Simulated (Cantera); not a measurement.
Charge: 1 mol B2H6, 0.14 mol O2, held at 900 °C and 15.0 mbar.

These are equilibrium values from Cantera (NASA tables, ideal gas, pure condensed phases), not measurements of a reactor. Candidate condensed phases: B, B2O3, B3O3H3, H2O; 23 gas species. The feed counts by its element totals alone. Mutual solubility and eutectic melting of coexisting phases are not modelled. Equilibrium is a limit: real reactors are often held back by kinetics, nucleation or transport.

Base state: H2 0.999, B3O3H3 0.000831, HBO 0.000300 (mole fractions); condensed: B(s) + B2O3(l).

Task: What changes in the equilibrium state with this change: O2 from 0.14 to 9.8 mol?

Result: 
| species | before | after |
|---|---|---|
| O2 | <1e-9 | 0.693 |
| H2O | 3.82e-7 | 0.304 |
| HBO2 | 2.84e-6 | 0.00253 |
| H2 | 0.999 | 2.14e-8 |
| B3O3H3 | 0.000831 | <1e-9 |
| HBO | 0.000300 | <1e-9 |
| (HBO2)3 | <1e-9 | 0.000266 |
| OH | <1e-9 | 1.38e-5 |
| B(s), mol | 1.81 | 0 |
| B2O3(l), mol | 0.0905 | 0.984 |
Gases not in the tables: H3BO3.
